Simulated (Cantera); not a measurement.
An adiabatic, constant-pressure homogeneous reactor starts with CH4 : H2 : O2 : N2 = 1 : 0.27 : 3.88 : 24.5 (molar parts), equivalence ratio 0.55, at 1573 K and 5.00 bar.

Model: GRI-Mech 3.0 (53 species, 325 reactions), integrated in Cantera.

One state of this run: T (K) = 2315; x CH4 = <1e-12; x H2 = 0.000322; x O2 = 0.0561; x CH2O = <1e-12; x NO = 0.00474. x: mole fraction; the columns are a selection and need not sum to one.

Problem. Which value of t (s) does it belong to?
(A) 0.0249
(B) 6.00e-6
(C) 0.000136
(D) 1.70e-5

Solution. A, 0.0249
